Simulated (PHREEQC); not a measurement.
## Polishing slurry liquid (model solution)

Solution (25 °C): 3.4 mmol/kgw HNO3 and 0.09 mmol/kgw KNO3. Closed to the air; pH follows from the charge balance.

Equilibrium calculation in PHREEQC: ion-association model, phreeqc.dat.

pH: 2.49
ionic strength: 0.00349 mol/kgw
specific conductance: 1380 µS/cm
total alkalinity: -3.40 meq/kg

```
species  molality  activity   log γ
-------  --------  --------  ------
NO3-      0.00349   0.00327  -0.028
H+        0.00340   0.00320  -0.026
K+        9.00e-5   8.44e-5  -0.028
```

This is a speciation only: nothing precipitates in the calculation. Complexes and solids missing from the database can't appear.
